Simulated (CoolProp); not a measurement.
Values from CoolProp's reference Helmholtz-energy equation of state, Akasaka 2023.

Task: For R1336mzz(E), give the phase and the density (kg/m³), cp (kJ/(kg K)), Joule-Thomson coefficient (K/MPa), isothermal compressibility (1/MPa) at 307.5 K and 0.658 MPa.

Result: 
- 307.5 K and 0.658 MPa: liquid; density 1300, cp 1.26, Joule-Thomson coefficient -0.144, isothermal compressibility 0.00396
